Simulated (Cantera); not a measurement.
Charge: 1 mol AlCl3, 1.3 mol HCl, 6.8 mol N2, at 1.00 bar.

Cantera equilibrium calculation (NASA polynomials, part measured and part estimated; ideal gas, pure solids and liquids). Candidate condensed phases: Al, AlCl3, AlN, NH4Cl; 20 gas species. The tables' values for AlCl2 are old estimates; treat these amounts as uncertain. Equilibrium is a limit: real reactors are often held back by kinetics, nucleation or transport.

x: gas mole fraction; nothing condenses.

```
T (K)   x N2  x HCl  x AlCl3      x Cl   x AlCl2      x H2  x AlCl
-----  -----  -----  -------  --------  --------  --------  ------
998    0.748  0.143    0.108   3.12e-7  3.86e-10   8.42e-7  <1e-12
1098   0.748  0.143    0.109   1.94e-6   6.70e-9   2.68e-6  <1e-12
1198   0.747  0.143    0.110   8.53e-6   7.42e-8   7.63e-6     ___
1298   0.747  0.143    0.110   2.90e-5   5.83e-7   1.99e-5     ___
1398   0.747  0.143    0.110   8.10e-5   3.47e-6   4.72e-5     ___
1498   0.747  0.143    0.110  0.000196   1.64e-5  0.000101     ___
1598   0.747  0.142    0.110  0.000427   6.31e-5  0.000197     ___
1698   0.747  0.142    0.110  0.000860  0.000204  0.000345     ___
1798   0.746  0.142    0.109   0.00163  0.000567  0.000547     ___
1898   0.746  0.141    0.108   0.00297   0.00137  0.000784     ___
1998   0.744  0.140    0.106   0.00523   0.00292   0.00103     ___
2098   0.741  0.139    0.103   0.00895   0.00555   0.00124     ___
2198   0.737  0.138   0.0976    0.0149   0.00951   0.00142     ___
```

**Question.** Fill in the missing entries.

**Answer.** 
- 1198, x AlCl: 1.64e-12
- 1298, x AlCl: 5.82e-11
- 1398, x AlCl: 1.29e-9
- 1498, x AlCl: 1.91e-8
- 1598, x AlCl: 2.00e-7
- 1698, x AlCl: 1.54e-6
- 1798, x AlCl: 9.09e-6
- 1898, x AlCl: 4.21e-5
- 1998, x AlCl: 0.000156
- 2098, x AlCl: 0.000480
- 2198, x AlCl: 0.00125
